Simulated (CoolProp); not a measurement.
Vapour-liquid equilibrium of n-butane (1) + benzene (2) at 307.1 K; x and y are mole fractions of (1).

The numbers come from the multi-fluid Helmholtz-energy mixture model, Bücker 2006 and Thol 2012; pair parameters Bell 2016 in CoolProp.

```json
[
 {"x": "0.05", "bubble pressure (MPa)": "0.03904", "y at the bubble point": "0.535", "dew pressure at overall composition x (MPa)": "0.01987", "liquid density (mol/L)": "11.01"},
 {"x": "0.15", "bubble pressure (MPa)": "0.07905", "y at the bubble point": "0.790", "dew pressure at overall composition x (MPa)": "0.02212", "liquid density (mol/L)": "10.90"},
 {"x": "0.25", "bubble pressure (MPa)": "0.1167", "y at the bubble point": "0.871", "dew pressure at overall composition x (MPa)": "0.02493", "liquid density (mol/L)": "10.78"},
 {"x": "0.35", "bubble pressure (MPa)": "0.1506", "y at the bubble point": "0.910", "dew pressure at overall composition x (MPa)": "0.02855", "liquid density (mol/L)": "10.65"},
 {"x": "0.45", "bubble pressure (MPa)": "0.1805", "y at the bubble point": "0.933", "dew pressure at overall composition x (MPa)": "0.03341", "liquid density (mol/L)": "10.52"},
 {"x": "0.55", "bubble pressure (MPa)": "0.2069", "y at the bubble point": "0.949", "dew pressure at overall composition x (MPa)": "0.04026", "liquid density (mol/L)": "10.38"},
 {"x": "0.65", "bubble pressure (MPa)": "0.2308", "y at the bubble point": "0.961", "dew pressure at overall composition x (MPa)": "0.05062", "liquid density (mol/L)": "10.24"},
 {"x": "0.75", "bubble pressure (MPa)": "0.2538", "y at the bubble point": "0.971", "dew pressure at overall composition x (MPa)": "0.06814", "liquid density (mol/L)": "10.08"},
 {"x": "0.85", "bubble pressure (MPa)": "0.2776", "y at the bubble point": "0.982", "dew pressure at overall composition x (MPa)": "0.1040", "liquid density (mol/L)": "9.923"},
 {"x": "0.95", "bubble pressure (MPa)": "0.3038", "y at the bubble point": "0.993", "dew pressure at overall composition x (MPa)": "0.2091", "liquid density (mol/L)": "9.758"}
]
```

No azeotrope shows between x = 0.05 and 0.95.

Pair parameters are fitted to limited data, so mixtures are less certain than the pure fluids.
